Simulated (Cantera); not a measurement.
Feed: 1 mol Al, 0.48 mol I2, 0.13 mol O2, 0.021 mol HI, equilibrated at 61.0 mbar.

These are equilibrium values from Cantera (NASA tables, ideal gas, pure condensed phases), not measurements of a reactor. Candidate condensed phases: Al, AlI3, Al2O3, H2O, I2; 25 gas species. Equilibrium is a limit: real reactors are often held back by kinetics, nucleation or transport.

**Question.** At 1202 °C, list the 4 most abundant gas species with their mole fractions, and the condensed phases.

**Answer.** AlI 0.886, AlI3 0.0761, I 0.0248, H2 0.0110. Condensed: Al2O3(s).
